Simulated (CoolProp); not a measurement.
Values from CoolProp's reference Helmholtz-energy equation of state, de Reuck 1993.

For methanol, give the phase and the speed of sound (m/s), viscosity (µPa s), Prandtl number at 620 K and 747 kPa.


- 620 K and 747 kPa: gas; speed of sound 422, viscosity 20.4, Prandtl number 0.792

Viscosity comes from a separate model (Xiang 2006). Thermal conductivity comes from a separate model (Sykioti 2013).
